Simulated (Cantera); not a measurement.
A perfectly stirred reactor is fed with CO : O₂ : H₂O : N₂ : CH₄ = 0.0033 : 0.0073 : 0.0076 : 1 : 0.0011 (molar parts), at 6.50 bar; it is held at 1300 K, and followed from long to short residence time.

Cantera simulation using GRI-Mech 3.0 (53 species, 325 reactions); the numbers are that mechanism's predictions, not measurements.

Question: Predict: x(CO) at τ = 0.950 s; x(O₂) at τ = 0.950 s; x(H₂O) at τ = 0.950 s; x(NO) at τ = 0.950 s; x(HO₂) at τ = 0.950 s; x(CO) at τ = 86.0 ms; x(O₂) at τ = 86.0 ms; x(H₂O) at τ = 86.0 ms; x(NO) at τ = 86.0 ms; x(HO₂) at τ = 86.0 ms.

Answer: 
| Quantity | Result |
|---|---|
| x(CO) at τ = 0.950 s | 4.90e-5 |
| x(O₂) at τ = 0.950 s | 0.00342 |
| x(H₂O) at τ = 0.950 s | 0.00962 |
| x(NO) at τ = 0.950 s | 1.30e-7 |
| x(HO₂) at τ = 0.950 s | 3.55e-7 |
| x(CO) at τ = 86.0 ms | 0.000307 |
| x(O₂) at τ = 86.0 ms | 0.00356 |
| x(H₂O) at τ = 86.0 ms | 0.00959 |
| x(NO) at τ = 86.0 ms | 1.35e-7 |
| x(HO₂) at τ = 86.0 ms | 1.60e-6 |
